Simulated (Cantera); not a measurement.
An adiabatic, constant-volume homogeneous reactor starts with CO : H₂ : CH₄ : O₂ : N₂ : CO₂ = 1 : 0.23 : 0.073 : 0.761 : 2.86 : 0.14 (molar parts), at 1700 K and 1.01 bar.

Model: GRI-Mech 3.0 (53 species, 325 reactions), integrated in Cantera.

Problem. Predict: time of steepest temperature rise; temperature at 5.00 s; equilibrium temperature; x(CO) at 5.00 s; x(H₂) at 5.00 s; x(HCO) at 5.00 s; x(H) at 5.00 s.

Solution. 
- time of steepest temperature rise = 17.6 µs
- temperature at 5.00 s = 2884 K
- equilibrium temperature = 2884 K
- x(CO) at 5.00 s = 0.113 (gas-phase equilibrium 0.113)
- x(H₂) at 5.00 s = 0.00667 (gas-phase equilibrium 0.00667)
- x(HCO) at 5.00 s = 1.12e-7 (gas-phase equilibrium 1.12e-7)
- x(H) at 5.00 s = 0.00703 (gas-phase equilibrium 0.00703)
